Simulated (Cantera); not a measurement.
## Thermodynamics of carbothermic reduction, feed Fe₃O₄ + CH₄ + N₂

A closed system holds: 1 mol Fe₃O₄, 2 mol CH₄, 3.2 mol N₂, at 1.00 bar.

These are equilibrium values from Cantera (NASA tables, ideal gas, pure condensed phases), not measurements of a reactor. Candidate condensed phases: C, C₆H₆, C₇H₈, C₈H₁₈, Fe, Fe(CO)₅, FeO, Fe(OH)₂, Fe(OH)₃, Fe₂O₃, Fe₃O₄, H₂O; 140 gas species. Each liquid is taken as pure. Mutual solubility and eutectic melting of coexisting phases are not modelled. The tables' stoichiometric FeO is somewhat more stable than real wüstite, so its field is too wide. FeO: taken at fixed stoichiometry. Rates play no part.

From 1050 K to 1150 K the condensed part is Fe(α) + FeO(s). From 1250 K to 1550 K the condensed part is Fe(γ) + FeO(s). At 1650 K the condensed part is Fe(γ) + FeO(l). At 1750 K the condensed part is Fe(δ) + FeO(l). From 1850 K to 2350 K the condensed part is Fe(l) + FeO(l).

```tsv
T (K)	log p H₂	log p N₂	log p CO	log p H₂O	log p CO₂	n Fe(α)	n FeO(s)	n Fe(γ)	n FeO(l)	n Fe(δ)	n Fe(l)
1050	-0.44	-0.46	-0.76	-1.14	-1.38	2.04	0.963	0	0	0	0
1150	-0.46	-0.46	-0.75	-1.06	-1.42	2.15	0.848	0	0	0	0
1250	-0.48	-0.46	-0.74	-1.00	-1.45	0	0.746	2.25	0	0	0
1350	-0.49	-0.46	-0.73	-0.95	-1.48	0	0.655	2.34	0	0	0
1450	-0.51	-0.46	-0.73	-0.91	-1.51	0	0.576	2.42	0	0	0
1550	-0.52	-0.46	-0.73	-0.88	-1.53	0	0.509	2.49	0	0	0
1650	-0.53	-0.46	-0.72	-0.85	-1.55	0	0	2.55	0.452	0	0
1750	-0.53	-0.46	-0.71	-0.86	-1.61	0	0	0	0.509	2.49	0
1850	-0.53	-0.46	-0.71	-0.86	-1.65	0	0	0	0.539	0	2.46
1950	-0.53	-0.46	-0.71	-0.86	-1.68	0	0	0	0.537	0	2.46
2050	-0.53	-0.46	-0.70	-0.86	-1.71	0	0	0	0.536	0	2.46
2150	-0.53	-0.46	-0.70	-0.85	-1.73	0	0	0	0.535	0	2.45
2250	-0.54	-0.46	-0.70	-0.85	-1.75	0	0	0	0.535	0	2.42
2350	-0.54	-0.46	-0.70	-0.86	-1.78	0	0	0	0.535	0	2.37
```
log p: log10 of the partial pressure in bar; n: condensed amount in mol.
